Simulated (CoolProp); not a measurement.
Computed with CoolProp (reference Helmholtz-energy equation of state, Guder 2009).

Question: For sulfur hexafluoride, give the phase and the conductivity (mW/(m K)), Prandtl number at 329 K and 59.4 kPa; 329 K and 4450 kPa.

Answer: 
- 329 K and 59.4 kPa: gas; conductivity 15.3, Prandtl number 0.775
- 329 K and 4450 kPa: supercritical; conductivity 35.5, Prandtl number 3.29

Viscosity comes from a separate model (Quiñones-Cisneros 2012). Thermal conductivity comes from a separate model (Assael 2012).
